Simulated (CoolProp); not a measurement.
A single-stage vapour-compression cycle with the fluid: evaporating at 200.15 K (dew point), condensing at 238.15 K (bubble point), superheat 2 K, subcooling 0 K, compressor efficiency 0.75, no pressure losses. The same conditions are run with several fluids, on thermodynamics alone (safety and materials aside).

Model: reference Helmholtz-energy equation of state of each fluid (ethane: Bücker 2006; R125: Lemmon 2005; propane: Lemmon 2009; nitrous oxide: Lemmon 2006; CH2F2 (R32): Tillner-Roth 1997; R115: Lemmon 2016), in CoolProp.

```csv
fluid,cooling COP,pressure ratio,discharge temperature (K),refrigerating effect (kJ/kg),volumetric capacity (kJ/m³)
ethane,3.26,4.17,282.9,370,1530
R125,3.35,?,265.1,136,245
propane,3.44,6.73,?,375,203
nitrous oxide,3.19,?,?,290,1870
CH2F2 (R32),3.27,?,?,345,?
R115,?,7.37,254.8,104,159
```

Task: Fill in the missing entries.

Result: 
- R125, pressure ratio: 7.44
- propane, discharge temperature (K): 280.8
- nitrous oxide, pressure ratio: 4.74
- nitrous oxide, discharge temperature (K): 316.0
- CH2F2 (R32), pressure ratio: 7.42
- CH2F2 (R32), discharge temperature (K): 336.8
- CH2F2 (R32), volumetric capacity (kJ/m³): 325
- R115, cooling COP: 3.34
